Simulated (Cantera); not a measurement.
Input: 1 mol CH3SiH3, 66 mol H2, equilibrated at 1975 K and 21.0 mbar.

Method: chemical equilibrium by Gibbs-energy minimisation in Cantera with the NASA 1993 tables (ideal gas, pure condensed phases). Candidate condensed phases: C, C6H6, C7H8, C8H18, Si, SiC; 87 gas species. The feed counts by its element totals alone. Gases not in the tables: Si2H6 and higher silanes. Equilibrium is a limit: real reactors are often held back by kinetics, nucleation or transport.

Base state: H2 0.990, H 0.00940, Si 0.000187, C2H2 (acetylene) 0.000108, SiH 1.94e-5, SiH2 1.11e-5 (mole fractions); condensed: SiC(s).

Question: What changes in the equilibrium state with this change: pressure from 21.0 mbar to 0.100 bar?

Answer: 
| species | before | after |
|---|---|---|
| H2 | 0.990 | 0.996 |
| H | 0.00940 | 0.00432 |
| Si | 0.000187 | 6.31e-5 |
| CH4 | 3.84e-6 | 1.15e-5 |
| C2H2 (acetylene) | 0.000108 | 4.22e-5 |
| SiH2 | 1.11e-5 | 1.79e-5 |
| SiH | 1.94e-5 | 1.43e-5 |
| SiC(s), mol | 0.984 | 0.993 |
